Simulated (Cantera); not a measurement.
An adiabatic, constant-pressure homogeneous reactor starts with CH₄ : O₂ : N₂ = 1 : 1.18 : 4.42 (molar parts), equivalence ratio 1.7, at 1100 K and 1.60 bar. Integrator tolerance rtol = 1e-08.

Cantera simulation using GRI-Mech 3.0 (53 species, 325 reactions); the numbers are that mechanism's predictions, not measurements.

### Question
What does this change do: 0.029 parts C2H6 added?

### Answer
```
quantity                                                              before                                      after
---------------------------------  -----------------------------------------  -----------------------------------------
time of steepest temperature rise                                    0.176 s                                    65.8 ms
temperature at 8.00 s                                                 2375 K                                     2326 K
equilibrium temperature                                               2375 K                                     2326 K
x(CH₄) at 8.00 s                   1.33e-11 (gas-phase equilibrium 1.50e-11)  2.77e-11 (gas-phase equilibrium 3.13e-11)
x(O₂) at 8.00 s                      1.24e-5 (gas-phase equilibrium 1.24e-5)    5.01e-6 (gas-phase equilibrium 5.01e-6)
x(H) at 8.00 s                       0.00375 (gas-phase equilibrium 0.00375)    0.00314 (gas-phase equilibrium 0.00314)
x(O) at 8.00 s                       2.12e-5 (gas-phase equilibrium 2.12e-5)    1.03e-5 (gas-phase equilibrium 1.03e-5)
x(CO) at 8.00 s                          0.108 (gas-phase equilibrium 0.108)        0.116 (gas-phase equilibrium 0.116)
x(C₂H) at 8.00 s                       <1e-12 (gas-phase equilibrium <1e-12)      <1e-12 (gas-phase equilibrium <1e-12)
x(NO₂) at 8.00 s                     1.21e-9 (gas-phase equilibrium 1.21e-9)  4.66e-10 (gas-phase equilibrium 4.66e-10)
```
